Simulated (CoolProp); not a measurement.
Vapour-liquid equilibrium of benzene (1) + n-octane (2) at 43.9 kPa; x and y are mole fractions of (1).

Model: multi-fluid Helmholtz-energy mixture model, Thol 2012 and Beckmüller 2019; pair parameters Bell 2016, in CoolProp.

```csv
x,bubble temperature (K),y at the bubble point,dew temperature at overall composition x (K),liquid density (mol/L)
0.05,366.0,0.197,369.9,5.749
0.2,353.6,0.559,365.9,6.295
0.35,345.3,0.734,361.3,6.888
0.5,339.6,0.829,356.0,7.554
0.65,335.4,0.891,349.6,8.323
0.8,332.2,0.939,341.4,9.236
0.95,329.3,0.984,331.4,10.34
```

No azeotrope shows between x = 0.05 and 0.95.

Pair parameters are fitted to limited data, so mixtures are less certain than the pure fluids.
